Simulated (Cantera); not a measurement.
A perfectly stirred reactor is fed with N2O : H2O = 0.11 : 0.07 (molar parts), at 0.0888 atm; it is held at 1175 K, and followed from long to short residence time.

Cantera simulation using GRI-Mech 3.0 (53 species, 325 reactions); the numbers are that mechanism's predictions, not measurements. GRI-Mech 3.0 was tuned for natural gas; its chemistry of N2O as a main component is partial and can be far from experiment. The mechanism lacks the step 2 NO + O2 → 2 NO2, which can matter for NO2 below about 1400 K. The temperature is held fixed by assumption; the heat of reaction is taken as removed at once.

x: mole fraction; the columns are a selection and need not sum to one.

```
τ (s)   x N2O  x H2O      x O      x NO      x O2     x H2
------  -----  -----  -------  --------  --------  -------
0.64    0.565  0.382  2.42e-6   0.00202    0.0165  7.94e-7
0.40    0.581  0.384  2.47e-6   0.00130    0.0107  8.98e-7
0.25    0.592  0.386  2.50e-6  0.000823   0.00680  1.00e-6
0.16    0.599  0.387  2.52e-6         ?         ?  1.09e-6
0.097   0.603  0.388  2.54e-6         ?         ?  1.14e-6
0.060   0.606  0.388  2.54e-6  0.000205   0.00166  1.15e-6
0.038   0.608  0.388  2.53e-6  0.000132   0.00104  1.09e-6
0.023   0.609  0.389  2.51e-6   8.16e-5  0.000620  9.72e-7
0.015   0.610  0.389  2.48e-6   5.41e-5  0.000396  8.23e-7
0.0091  0.610  0.389  2.44e-6   3.33e-5  0.000230  6.18e-7
```

Fill in the missing entries.


- 0.16, x NO: 0.000533
- 0.16, x O2: 0.00440
- 0.097, x NO: 0.000327
- 0.097, x O2: 0.00268
